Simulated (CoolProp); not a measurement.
Vapour-liquid equilibrium of propylene (1) + 1-butene (2) at 0.2 MPa; x and y are mole fractions of (1).

Values from CoolProp's multi-fluid Helmholtz-energy mixture model, Lemmon 2013 and Lemmon 2005; pair parameters Bell 2016.

| x | bubble temperature (K) | y at the bubble point | dew temperature at overall composition x (K) | liquid density (mol/L) |
|---|---|---|---|---|
| 0.05 | 281.5 | 0.168 | 284.5 | 10.93 |
| 0.2 | 271.0 | 0.510 | 280.6 | 11.45 |
| 0.35 | 262.8 | 0.705 | 276.3 | 11.93 |
| 0.5 | 256.3 | 0.824 | 271.3 | 12.41 |
| 0.65 | 251.0 | 0.901 | 265.3 | 12.88 |
| 0.8 | 246.6 | 0.953 | 257.7 | 13.36 |
| 0.95 | 242.8 | 0.990 | 246.9 | 13.85 |

No azeotrope shows between x = 0.05 and 0.95.

The pair parameters rest on a limited set of measurements; away from them the model extrapolates.
